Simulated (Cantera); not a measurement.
Cantera with NASA thermochemical tables; ideal gases at 1 bar, condensed phases pure. Values are per mole of reaction as written; species without (g) are pure solids or liquids, kept so even where they would boil at 1 bar.

Ta + O2(g) → TaO2(g)

| T (K) | ΔH° (kJ) | ΔS° (J/K) | ΔG° (kJ) | log10 K |
|---|---|---|---|---|
| 300 | -200.9 | 33.6 | -210.9 | 36.73 |
| 1273 | -208.0 | 22.7 | -236.9 | 9.72 |
| 1323 | ? | ? | ? | ? |
| 1373 | -208.8 | 22.1 | -239.1 | 9.10 |
| 1423 | ? | ? | ? | ? |
| 1473 | -209.6 | 21.5 | -241.3 | 8.56 |
| 1523 | -210.1 | 21.2 | -242.3 | 8.31 |
| 1573 | -210.5 | 20.9 | -243.4 | 8.08 |
| 1623 | ? | ? | ? | ? |
| 1673 | ? | ? | ? | ? |
| 1723 | -212.0 | 20.0 | -246.5 | 7.47 |
| 1773 | -212.4 | 19.7 | -247.5 | 7.29 |

Question: Complete the blanks.

Answer: 
- 1323, ΔH° (kJ): -208.4
- 1323, ΔS° (J/K): 22.4
- 1323, ΔG° (kJ): -238.0
- 1323, log10 K: 9.40
- 1423, ΔH° (kJ): -209.2
- 1423, ΔS° (J/K): 21.8
- 1423, ΔG° (kJ): -240.2
- 1423, log10 K: 8.82
- 1623, ΔH° (kJ): -211.0
- 1623, ΔS° (J/K): 20.6
- 1623, ΔG° (kJ): -244.4
- 1623, log10 K: 7.87
- 1673, ΔH° (kJ): -211.5
- 1673, ΔS° (J/K): 20.3
- 1673, ΔG° (kJ): -245.5
- 1673, log10 K: 7.66
